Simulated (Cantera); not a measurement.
## SiH4 + N2 (silicon nitride deposition)

A closed system holds: 1 mol SiH4, a varied amount of N2, at 1075 K and 0.100 bar.

Cantera equilibrium calculation (NASA polynomials, part measured and part estimated; ideal gas, pure solids and liquids). Candidate condensed phases: Si, Si3N4; 18 gas species. N2 is the only nitrogen source here; it is nearly inert below about 1500 K, so the nitride shown seldom forms there in practice. The numbers say what is thermodynamically allowed, not how fast it happens.

```json
[
 {"n(N2) (mol)": "0.83", "log p H2": "-1.03", "log p N2": "-2.12", "log p NH3": "-6.05", "log p H": "-8.35", "n Si3N4(s)": "0.333"},
 {"n(N2) (mol)": "1.3", "log p H2": "-1.12", "log p N2": "-1.62", "log p NH3": "-5.93", "log p H": "-8.39", "n Si3N4(s)": "0.333"},
 {"n(N2) (mol)": "2.1", "log p H2": "-1.23", "log p N2": "-1.38", "log p NH3": "-5.98", "log p H": "-8.45", "n Si3N4(s)": "0.333"},
 {"n(N2) (mol)": "3.4", "log p H2": "-1.37", "log p N2": "-1.24", "log p NH3": "-6.12", "log p H": "-8.52", "n Si3N4(s)": "0.333"},
 {"n(N2) (mol)": "5.5", "log p H2": "-1.53", "log p N2": "-1.15", "log p NH3": "-6.31", "log p H": "-8.60", "n Si3N4(s)": "0.333"},
 {"n(N2) (mol)": "8.9", "log p H2": "-1.71", "log p N2": "-1.09", "log p NH3": "-6.55", "log p H": "-8.69", "n Si3N4(s)": "0.333"},
 {"n(N2) (mol)": "14", "log p H2": "-1.88", "log p N2": "-1.06", "log p NH3": "-6.79", "log p H": "-8.78", "n Si3N4(s)": "0.333"},
 {"n(N2) (mol)": "23", "log p H2": "-2.09", "log p N2": "-1.04", "log p NH3": "-7.08", "log p H": "-8.88", "n Si3N4(s)": "0.333"}
]
```
log p: log10 of the partial pressure in bar; n: condensed amount in mol.

From 0.83 mol N2 to 23 mol N2 the condensed part is Si3N4(s).
